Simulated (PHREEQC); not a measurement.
Dissolve 5.2e-06 mol/kgw H3AsO4, 0.0013 mol/kgw NaOH and 0.00048 mol/kgw ZnSO4 at 65 °C. Closed to the air; pH follows from the charge balance.

All values are PHREEQC results (ion-association model, wateq4f.dat), not measurements.

Precipitation was switched off in this run.

Problem. What pH does the model give?

Solution. pH 9.56.

Problem. In which forms is As present?

Solution. HAsO4-2 97 %, AsO4-3 2.4 % of the As.

The solution is supersaturated, for example in Zincite(c) (slow to form), so a real one may precipitate; this is no full list. At this temperature some constants are extrapolated from 25 °C, and those without enthalpy data are left unchanged. The database has no arsenate complexes of Zn.
